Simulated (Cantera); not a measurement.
## TiO2 + H2 (hydrogen reduction and annealing atmospheres)

Feed: 1 mol TiO2, a varied amount of H2, equilibrated at 1702 °C and 0.600 bar.

Equilibrium computed with Cantera from the NASA thermochemical tables; the gas is ideal and each condensed phase is pure. Candidate condensed phases: H2O, Ti, TiO, TiO2, Ti2O3, Ti3O5, Ti4O7; 12 gas species. Mutual solubility and eutectic melting of coexisting phases are not modelled. Condensed phases not in the tables: Magnéli phases beyond Ti4O7. Gases not in the tables: TiO(OH)2. Equilibrium is a limit: real reactors are often held back by kinetics, nucleation or transport.

At 0.92 mol H2 the condensed part is TiO2(rutile) + Ti4O7(l). From 1.4 mol H2 to 3.4 mol H2 the condensed part is Ti4O7(l). From 5.2 mol H2 to 70 mol H2 the condensed part is Ti3O5(s). At 110 mol H2 the condensed part is Ti2O3(s) + Ti3O5(s). At 170 mol H2 the condensed part is Ti2O3(s).

```json
[
 {"n(H2) (mol)": "0.92", "x H2": "0.775", "x H2O": "0.224", "x H": "0.00155", "x OH": "4.28e-5", "x TiO": "9.77e-9", "n TiO2(rutile)": "0.175", "n Ti4O7(l)": "0.206", "n Ti3O5(s)": "0", "n Ti2O3(s)": "0"},
 {"n(H2) (mol)": "1.4", "x H2": "0.820", "x H2O": "0.178", "x H": "0.00160", "x OH": "3.32e-5", "x TiO": "1.21e-8", "n TiO2(rutile)": "0", "n Ti4O7(l)": "0.250", "n Ti3O5(s)": "0", "n Ti2O3(s)": "0"},
 {"n(H2) (mol)": "2.2", "x H2": "0.885", "x H2O": "0.114", "x H": "0.00166", "x OH": "2.03e-5", "x TiO": "1.80e-8", "n TiO2(rutile)": "0", "n Ti4O7(l)": "0.250", "n Ti3O5(s)": "0", "n Ti2O3(s)": "0"},
 {"n(H2) (mol)": "3.4", "x H2": "0.925", "x H2O": "0.0735", "x H": "0.00170", "x OH": "1.29e-5", "x TiO": "2.57e-8", "n TiO2(rutile)": "0", "n Ti4O7(l)": "0.250", "n Ti3O5(s)": "0", "n Ti2O3(s)": "0"},
 {"n(H2) (mol)": "5.2", "x H2": "0.934", "x H2O": "0.0640", "x H": "0.00171", "x OH": "1.12e-5", "x TiO": "2.87e-8", "n TiO2(rutile)": "0", "n Ti4O7(l)": "0", "n Ti3O5(s)": "0.333", "n Ti2O3(s)": "0"},
 {"n(H2) (mol)": "8", "x H2": "0.957", "x H2O": "0.0416", "x H": "0.00173", "x OH": "7.16e-6", "x TiO": "3.88e-8", "n TiO2(rutile)": "0", "n Ti4O7(l)": "0", "n Ti3O5(s)": "0.333", "n Ti2O3(s)": "0"},
 {"n(H2) (mol)": "12", "x H2": "0.971", "x H2O": "0.0277", "x H": "0.00174", "x OH": "4.74e-6", "x TiO": "5.14e-8", "n TiO2(rutile)": "0", "n Ti4O7(l)": "0", "n Ti3O5(s)": "0.333", "n Ti2O3(s)": "0"},
 {"n(H2) (mol)": "19", "x H2": "0.981", "x H2O": "0.0175", "x H": "0.00175", "x OH": "2.98e-6", "x TiO": "7.03e-8", "n TiO2(rutile)": "0", "n Ti4O7(l)": "0", "n Ti3O5(s)": "0.333", "n Ti2O3(s)": "0"},
 {"n(H2) (mol)": "30", "x H2": "0.987", "x H2O": "0.0111", "x H": "0.00176", "x OH": "1.88e-6", "x TiO": "9.58e-8", "n TiO2(rutile)": "0", "n Ti4O7(l)": "0", "n Ti3O5(s)": "0.333", "n Ti2O3(s)": "0"},
 {"n(H2) (mol)": "46", "x H2": "0.991", "x H2O": "0.00724", "x H": "0.00176", "x OH": "1.22e-6", "x TiO": "1.28e-7", "n TiO2(rutile)": "0", "n Ti4O7(l)": "0", "n Ti3O5(s)": "0.333", "n Ti2O3(s)": "0"},
 {"n(H2) (mol)": "70", "x H2": "0.993", "x H2O": "0.00476", "x H": "0.00176", "x OH": "8.03e-7", "x TiO": "1.69e-7", "n TiO2(rutile)": "0", "n Ti4O7(l)": "0", "n Ti3O5(s)": "0.333", "n Ti2O3(s)": "0"},
 {"n(H2) (mol)": "110", "x H2": "0.995", "x H2O": "0.00311", "x H": "0.00176", "x OH": "5.25e-7", "x TiO": "2.25e-7", "n TiO2(rutile)": "0", "n Ti4O7(l)": "0", "n Ti3O5(s)": "0.315", "n Ti2O3(s)": "0.0277"},
 {"n(H2) (mol)": "170", "x H2": "0.995", "x H2O": "0.00294", "x H": "0.00176", "x OH": "4.96e-7", "x TiO": "2.31e-7", "n TiO2(rutile)": "0", "n Ti4O7(l)": "0", "n Ti3O5(s)": "0", "n Ti2O3(s)": "0.500"}
]
```
x: gas mole fraction; n: condensed amount in mol.
